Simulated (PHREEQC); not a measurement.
Spent oxide etchant: speciation

A solution holds 5.9 mmol/kgw HF and 0.42 mmol/kgw (NH4)2SiF6, at 20 °C. Closed to the air; pH follows from the charge balance.

Computed with PHREEQC (ion-association model, phreeqc.dat).

This is a speciation only: nothing precipitates in the calculation.

Q: Predict the pH.

A: pH 2.76.

Q: In which forms is F present?

A: HF 48 %, SiF6-2 30 %, F- 21 %, HF2- 0.6 % of the F.

Species that the database lacks are ignored. SiF6-2 is the database's only silicon fluoride.
